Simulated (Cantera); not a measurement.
Input: 1 mol SiH2Cl2, 0.56 mol HCl, 22 mol N2, equilibrated at 1773.15 K and 0.570 bar.

Cantera equilibrium calculation (NASA polynomials, part measured and part estimated; ideal gas, pure solids and liquids). Candidate condensed phases: NH4Cl, Si, Si3N4; 28 gas species. The tables' values for SiCl3 are old estimates; treat these amounts as uncertain. The numbers say what is thermodynamically allowed, not how fast it happens.

Base state: N2 0.896, HCl 0.0552, H2 0.0252, SiCl2 0.0193, SiCl3 0.00288, SiCl4 0.000732, Cl 0.000101, SiHCl3 7.84e-5 (mole fractions); condensed: Si3N4(s).

Question: What changes in the equilibrium state with this change: SiH2Cl2 replaced by SiCl4?

Answer: 
```tsv
species	before	after
N2	0.896	0.930
SiCl4	0.000732	0.0382
HCl	0.0552	0.0237
H2	0.0252	2.51e-6
SiCl2	0.0193	0.000547
Cl2	7.51e-8	0.000138
H	5.99e-5	5.98e-7
SiHCl3	7.84e-5	9.51e-7
Si3N4(s), mol	0.148	0
```

Question: What changes in the equilibrium state with this change: pressure from 0.570 bar to 0.00660 bar?

Answer: 
```
species         before     after
-------------  -------  --------
N2               0.896     0.895
H2              0.0252    0.0401
SiCl2           0.0193    0.0398
HCl             0.0552    0.0232
Si2N           5.24e-9   1.67e-5
Si             1.86e-7  0.000298
Si3N4(s), mol    0.148         0
```
The tables' values for SiCl, SiCl3, SiN are old estimates; treat these amounts as uncertain.

Question: What changes in the equilibrium state with this change: N2 from 22 to 9.6 mol?

Answer: 
```csv
species,before,after
N2,0.896,0.789
HCl,0.0552,0.108
H2,0.0252,0.0542
SiCl2,0.0193,0.0375
SiHCl3,7.84e-5,0.000299
SiCl4,0.000732,0.00255
SiCl3,0.00288,0.00750
"Si3N4(s), mol",0.148,0.145
```
